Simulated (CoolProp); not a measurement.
Sulfur dioxide along the isotherm 476.8 K: Z from the reference equation and from simpler models built on Tc = 430.6 K, pc = 7.887 MPa, ω = 0.256; each cubic takes its own stable root.

Values from CoolProp's reference Helmholtz-energy equation of state, Gao 2016.

```
p (MPa)          phase  reference
-------  -------------  ---------
1.64               gas     0.9482
3.29               gas     0.8926
4.93               gas     0.8335
6.57               gas     0.7696
8.22     supercritical     0.6998
9.86     supercritical     0.6239
11.5     supercritical     0.5430
13.1     supercritical     0.4700
14.8     supercritical     0.4226
16.4     supercritical     0.4087
18.1     supercritical     0.4115
19.7     supercritical     0.4220
```

**Question.** How far does each simpler model (van der Waals, Redlich-Kwong, Soave-Redlich-Kwong, Peng-Robinson) lie from the reference over these 12 states: mean and median of the absolute difference, and the worst?

**Answer.** 
- van der Waals: mean 8.1 %, median 6.3 %, worst +24.2 % at 476.8 K and 19.7 MPa
- Redlich-Kwong: mean 4.1 %, median 2.9 %, worst +11.1 % at 476.8 K and 19.7 MPa
- Soave-Redlich-Kwong: mean 8.1 %, median 4.6 %, worst +19.0 % at 476.8 K and 18.1 MPa
- Peng-Robinson: mean 4.4 %, median 2.2 %, worst +10.2 % at 476.8 K and 16.4 MPa
